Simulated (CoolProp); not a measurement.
Vapour-liquid equilibrium of n-heptane (1) + m-xylene (2) at 0.246 MPa; x and y are mole fractions of (1).

Values from CoolProp's multi-fluid Helmholtz-energy mixture model, Span 2003 and Zhou 2012; pair parameters Bell 2016.

```json
[
 {"x": "0.05", "bubble temperature, mixture model (K)": "444.2", "bubble temperature, Raoult's law (K)": "445.2", "y, mixture model": "0.131", "y, Raoult's law": "0.120"},
 {"x": "0.125", "bubble temperature, mixture model (K)": "438.5", "bubble temperature, Raoult's law (K)": "440.5", "y, mixture model": "0.287", "y, Raoult's law": "0.272"},
 {"x": "0.2", "bubble temperature, mixture model (K)": "433.7", "bubble temperature, Raoult's law (K)": "436.1", "y, mixture model": "0.409", "y, Raoult's law": "0.399"},
 {"x": "0.275", "bubble temperature, mixture model (K)": "429.6", "bubble temperature, Raoult's law (K)": "432.1", "y, mixture model": "0.506", "y, Raoult's law": "0.505"},
 {"x": "0.35", "bubble temperature, mixture model (K)": "426.0", "bubble temperature, Raoult's law (K)": "428.4", "y, mixture model": "0.587", "y, Raoult's law": "0.595"},
 {"x": "0.425", "bubble temperature, mixture model (K)": "422.8", "bubble temperature, Raoult's law (K)": "424.9", "y, mixture model": "0.656", "y, Raoult's law": "0.671"},
 {"x": "0.5", "bubble temperature, mixture model (K)": "419.9", "bubble temperature, Raoult's law (K)": "421.7", "y, mixture model": "___", "y, Raoult's law": "0.736"},
 {"x": "0.575", "bubble temperature, mixture model (K)": "___", "bubble temperature, Raoult's law (K)": "418.7", "y, mixture model": "0.769", "y, Raoult's law": "0.792"},
 {"x": "0.65", "bubble temperature, mixture model (K)": "414.8", "bubble temperature, Raoult's law (K)": "415.9", "y, mixture model": "0.817", "y, Raoult's law": "0.841"},
 {"x": "0.725", "bubble temperature, mixture model (K)": "412.4", "bubble temperature, Raoult's law (K)": "413.3", "y, mixture model": "___", "y, Raoult's law": "0.883"},
 {"x": "0.8", "bubble temperature, mixture model (K)": "410.3", "bubble temperature, Raoult's law (K)": "410.8", "y, mixture model": "0.902", "y, Raoult's law": "0.921"},
 {"x": "0.875", "bubble temperature, mixture model (K)": "408.2", "bubble temperature, Raoult's law (K)": "408.5", "y, mixture model": "0.940", "y, Raoult's law": "0.953"},
 {"x": "0.95", "bubble temperature, mixture model (K)": "406.2", "bubble temperature, Raoult's law (K)": "406.3", "y, mixture model": "0.977", "y, Raoult's law": "0.982"}
]
```

Task: Some entries are withheld; supply them.

Result: 
- 0.5, y, mixture model: 0.716
- 0.575, bubble temperature, mixture model (K): 417.2
- 0.725, y, mixture model: 0.861

The largest gap from Raoult's law is -2.5 K in bubble temperature, at x = 0.275. No azeotrope shows between x = 0.05 and 0.95.

The pair parameters rest on a limited set of measurements; away from them the model extrapolates.
